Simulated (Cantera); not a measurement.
**Adiabatic ignition**

An adiabatic, constant-volume homogeneous reactor starts with 3.86 % CH₄, 0.340 % C₂H₆, 1.47 % C₃H₈, 16.3 % O₂, 61.1 % N₂, 17.0 % H₂O, at 1800 K and 100000 Pa.

Detailed kinetics in Cantera: GRI-Mech 3.0 (53 species, 325 reactions). GRI-Mech 3.0 was tuned for natural gas; its chemistry of propane as a main component is partial and can be far from experiment.

```
t (s)     T (K)  P (bar)   x CH₄   x C₂H₆   x C₃H₈     x NO₂    x CH₂O
--------  -----  -------  ------  -------  -------  --------  --------
3.00e-6    1766    0.988  0.0372  0.00287  0.00980    <1e-12  0.000481
9.49e-6    1813     1.03  0.0309  0.00210  0.00190  6.28e-11   0.00273
3.00e-5    2622     1.59  <1e-12   <1e-12   <1e-12   1.93e-8  6.74e-10
9.49e-5    2815     1.68  <1e-12   <1e-12   <1e-12   2.05e-7  7.41e-10
0.000300   2826     1.69  <1e-12   <1e-12   <1e-12   8.34e-7  7.56e-10
0.000949   2820     1.68  <1e-12   <1e-12   <1e-12   2.08e-6  7.66e-10
0.00300    2816     1.68  <1e-12   <1e-12   <1e-12   2.82e-6  7.73e-10
0.00949    2816     1.68  <1e-12   <1e-12   <1e-12   2.85e-6  7.74e-10
0.0300     2816     1.68  <1e-12   <1e-12   <1e-12   2.85e-6  7.74e-10
0.0949     2816     1.68  <1e-12   <1e-12   <1e-12   2.85e-6  7.74e-10
0.300      2816     1.68  <1e-12   <1e-12   <1e-12   2.85e-6  7.74e-10
0.949      2816     1.68  <1e-12   <1e-12   <1e-12   2.85e-6  7.74e-10
3.00       2816     1.68  <1e-12   <1e-12   <1e-12   2.85e-6  7.74e-10
```
x: mole fraction; the columns are a selection and need not sum to one.

```yaml
time_of_steepest_temperature_rise: 17.5 µs
temperature at 3.00 s: 2816 K
equilibrium_temperature: 2816 K
x(CH₄) at 3.00 s: <1e-12 (gas-phase equilibrium <1e-12)
x(C₂H₆) at 3.00 s: <1e-12 (gas-phase equilibrium <1e-12)
x(C₃H₈) at 3.00 s: <1e-12 (gas-phase equilibrium <1e-12)
```
